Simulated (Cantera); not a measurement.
Charge: 1 mol TEOS, 0.72 mol O3, at 500 K and 0.0100 bar.

These are equilibrium values from Cantera (NASA tables, ideal gas, pure condensed phases), not measurements of a reactor. Candidate condensed phases: C, C6H6, C7H8, C8H18, H2O, Si, SiC, SiO2; 123 gas species. The feed counts by its element totals alone. Equilibrium is a limit: real reactors are often held back by kinetics, nucleation or transport.

Base state: H2O 0.462, CH4 0.371, H2 0.122, CO2 0.0446, CO 8.57e-5 (mole fractions); condensed: C(graphite) + SiO2(α-quartz).

Question: What changes in the equilibrium state with this change: O3 from 0.72 to 0.11 mol?

Answer: 
| species | before | after |
|---|---|---|
| CH4 | 0.371 | 0.520 |
| H2O | 0.462 | 0.320 |
| H2 | 0.122 | 0.144 |
| CO2 | 0.0446 | 0.0152 |
| CO | 8.57e-5 | 5.01e-5 |
| C(graphite), mol | 4.87 | 4.44 |
| SiO2(α-quartz), mol | 1.00 | 1.00 |
